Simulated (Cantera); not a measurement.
Charge: 1 mol Si, 0.51 mol N2O, 88 mol N2, at 1.00 Torr.

Cantera equilibrium calculation (NASA polynomials, part measured and part estimated; ideal gas, pure solids and liquids). Candidate condensed phases: Si, SiO2, Si2N2O, Si3N4; 16 gas species. Mutual solubility and eutectic melting of coexisting phases are not modelled. The tables' values for SiN are old estimates; treat these amounts as uncertain. The tables hold silica as quartz up to 1696 K and as liquid above; real silica turns to tridymite and cristobalite and melts near 1996 K. Equilibrium is a limit: real reactors are often held back by kinetics, nucleation or transport.

x: gas mole fraction; n: condensed amount in mol.

```
T (K)   x N2     x SiO      x Si   x Si2N     x SiN   x Si2  n SiO2(β-quartz)  n Si2N2O(s)  n Si3N4(s)  n Si(l)
-----  -----  --------  --------  -------  --------  ------  ----------------  -----------  ----------  -------
923     1.00    <1e-12    <1e-12   <1e-12    <1e-12  <1e-12           0.00667        0.497           0        0
1023    1.00  9.17e-11    <1e-12   <1e-12    <1e-12  <1e-12           0.00667        0.497           0        0
1123    1.00   1.89e-8    <1e-12   <1e-12    <1e-12  <1e-12           0.00667        0.497           0        0
1223   1.000   1.60e-6    <1e-12   <1e-12    <1e-12  <1e-12           0.00662        0.497           0        0
1323   1.000   6.87e-5  3.19e-12   <1e-12    <1e-12  <1e-12           0.00465        0.495           0        0
1423   1.000  0.000227   3.26e-9   <1e-12  2.16e-10  <1e-12                 0        0.490           0        0
1523   1.000  0.000430   1.97e-6  1.88e-8   8.38e-8       …                 0        0.472     0.00588        0
1623   0.994   0.00575   5.64e-5  1.34e-6   1.63e-6       …                 0            0       0.162        0
1723   0.993   0.00572  0.000738  2.65e-5   1.51e-5       …                 0            0           0    0.417
1823   0.991   0.00571   0.00332  7.83e-5   4.99e-5       …                 0            0           0    0.170
1923   0.989   0.00570   0.00530  3.57e-5   6.07e-5       …                 0            0           0        0
2023   0.989   0.00570   0.00539  7.85e-6   4.83e-5       …                 0            0           0        0
2123   0.989   0.00570   0.00543  1.95e-6   3.89e-5       …                 0            0           0        0
2223   0.989   0.00570   0.00544  5.45e-7   3.19e-5       …                 0            0           0        0
```

Task: What belongs in the gaps?

Result: 
- 1523, x Si2: 4.31e-10
- 1623, x Si2: 7.79e-8
- 1723, x Si2: 3.49e-6
- 1823, x Si2: 2.15e-5
- 1923, x Si2: 1.89e-5
- 2023, x Si2: 7.47e-6
- 2123, x Si2: 3.16e-6
- 2223, x Si2: 1.44e-6
